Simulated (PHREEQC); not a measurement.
Solution (25 °C): 8.7 mmol/kgw KH2PO4, 29 mmol/kgw H2SO4 and 11 mmol/kgw H3AsO4. Closed to the air; pH follows from the charge balance.

All values are PHREEQC results (ion-association model, wateq4f.dat), not measurements.

```json
[
 {"quantity": "pH", "before": "1.52", "after": "2.07"},
 {"quantity": "ionic strength (mol/kgw)", "before": "0.0548", "after": "0.0148"},
 {"quantity": "H3AsO4 (mol/kgw)", "before": "0.00911", "after": "0.00132"},
 {"quantity": "H3PO4 (mol/kgw)", "before": "0.00681", "after": "0.000915"},
 {"quantity": "H2PO4- (mol/kgw)", "before": "0.00189", "after": "0.000825"},
 {"quantity": "H2AsO4- (mol/kgw)", "before": "0.00189", "after": "0.000881"}
]
```

**Question.** Which change was made?
A) diluted 100-fold with water
B) H3AsO4 from 0.011 to 0.0011 mol/kgw
C) diluted 5-fold with water
D) H2SO4 left out
E) temperature from 25 to 5 °C

**Answer.** C, diluted 5-fold with water

This is a speciation only: nothing precipitates in the calculation. H3PO4, which wateq4f.dat lacks, is added to it with the constant of phreeqc.dat.
